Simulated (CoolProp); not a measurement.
Ammonia along the isobar 13.6 MPa: fugacity coefficient from the reference equation and from simpler models built on Tc = 405.6 K, pc = 11.36 MPa, ω = 0.256; each cubic takes its own stable root.

Values from CoolProp's reference Helmholtz-energy equation of state, Gao 2020.

```csv
T (K),phase,reference,Redlich-Kwong,Soave-Redlich-Kwong,Peng-Robinson
364.3,liquid,0.3182,0.3787,0.3445,0.3308
392,liquid,0.4721,0.5169,0.5042,0.4845
419.7,supercritical,0.6263,0.6420,0.6508,0.6258
447.4,supercritical,0.7101,0.7127,0.7296,0.7030
475.1,supercritical,0.7678,0.7622,0.7854,0.7585
502.8,supercritical,0.8116,0.8007,0.8287,0.8021
530.4,supercritical,0.8458,0.8316,0.8632,0.8372
558.1,supercritical,0.8733,0.8570,0.8912,0.8660
585.8,supercritical,0.8955,0.8781,0.9142,0.8899
613.5,supercritical,0.9137,0.8958,0.9331,0.9098
641.2,supercritical,0.9287,0.9106,0.9488,0.9265
```
